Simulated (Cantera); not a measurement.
Feed: 1 mol trisilylamine, a varied amount of NH₃, 43 mol H₂, equilibrated at 1323 K and 20000 Pa.

Cantera equilibrium calculation (NASA polynomials, part measured and part estimated; ideal gas, pure solids and liquids). Candidate condensed phases: Si, Si₃N₄; 18 gas species. The feed counts by its element totals alone. Mutual solubility and eutectic melting of coexisting phases are not modelled. Equilibrium is a limit: real reactors are often held back by kinetics, nucleation or transport.

log p: log10 of the partial pressure in bar; n: condensed amount in mol.

```csv
n(NH₃) (mol),log p H₂,log p N₂,log p NH₃,log p H,log p SiH₄,log p SiH₂,n Si(s),n Si₃N₄(s)
1.8,-0.70,-6.04,-8.02,-6.15,-7.49,-7.65,0.900,0.700
2.3,-0.70,-6.04,-8.02,-6.15,-7.49,-7.65,0.525,0.825
2.9,-0.70,-6.04,-8.02,-6.15,-7.49,-7.65,0.0753,0.975
3.6,-0.70,-2.95,…,-6.15,-9.56,-9.71,0,1.00
4.4,-0.70,-2.59,…,-6.15,-9.81,-9.95,0,1.00
5.5,-0.71,-2.36,…,-6.15,-9.97,-10.11,0,1.00
6.9,-0.71,-2.19,…,-6.16,-10.09,-10.23,0,1.00
8.6,-0.72,-2.05,-6.05,-6.16,-10.19,-10.33,0,1.00
11,-0.73,-1.93,-6.00,-6.16,-10.29,-10.42,0,1.00
13,-0.73,-1.86,-5.97,-6.16,-10.35,-10.47,0,1.00
17,-0.74,-1.76,-5.93,-6.17,-10.43,-10.54,0,1.00
```

Question: Fill in the missing entries.

Answer: 
- 3.6, log p NH₃: -6.47
- 4.4, log p NH₃: -6.30
- 5.5, log p NH₃: -6.19
- 6.9, log p NH₃: -6.11
